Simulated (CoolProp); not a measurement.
Properties of ammonia at several states.

Values from CoolProp's reference Helmholtz-energy equation of state, Gao 2020.

| T (°C) | p (kPa) | phase | density (kg/m³) | cv (kJ/(kg K)) | speed of sound (m/s) | Prandtl number |
|---|---|---|---|---|---|---|
| 194.75 | 819 | gas | 3.643 | 1.940 | 530.8 | [?] |
| 72.65 | 1840 | gas | [?] | [?] | 433.8 | 1.09 |
| 84.25 | 538 | gas | [?] | 1.778 | [?] | 0.905 |

Task: Some entries are withheld; supply them.

Result: 
- 194.75, Prandtl number: 0.849
- 72.65, density (kg/m³): 12.37
- 72.65, cv (kJ/(kg K)): 2.060
- 84.25, density (kg/m³): 3.173
- 84.25, speed of sound (m/s): 466.1

Viscosity comes from a separate model (Fenghour 1995). Thermal conductivity comes from a separate model (Tufeu 1984).
